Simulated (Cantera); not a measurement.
Input: 1 mol SiC, 1.6 mol O2, 220 mol N2, held at 10.0 mbar.

These are equilibrium values from Cantera (NASA tables, ideal gas, pure condensed phases), not measurements of a reactor. Candidate condensed phases: C, Si, SiC, SiO2, Si2N2O, Si3N4; 34 gas species. The tables hold silica as quartz up to 1696 K and as liquid above; real silica turns to tridymite and cristobalite and melts near 1996 K. Equilibrium is a limit: real reactors are often held back by kinetics, nucleation or transport.

Q: Which condensed phases are stable at each of these points (T (K)): 1248, 1323, 1398, 1473, 1548, 1623, 1698, 1773, 1848, 1923?

A: 
| T (K) | condensed phases | Si condensed (%) |
|---|---|---|
| 1248 | SiO2(β-quartz) | 100.0 |
| 1323 | SiO2(β-quartz) | 100.0 |
| 1398 | SiO2(β-quartz) | 100.0 |
| 1473 | SiO2(β-quartz) | 100.0 |
| 1548 | SiO2(β-quartz) | 100.0 |
| 1623 | SiO2(β-quartz) | 99.9 |
| 1698 | SiO2(condensed) | 99.3 |
| 1773 | SiO2(condensed) | 97.4 |
| 1848 | SiO2(condensed) | 92.0 |
| 1923 | SiO2(condensed) | 81.3 |

From 1248 K to 1623 K the condensed part is SiO2(β-quartz). From 1698 K to 1923 K the condensed part is SiO2(condensed).
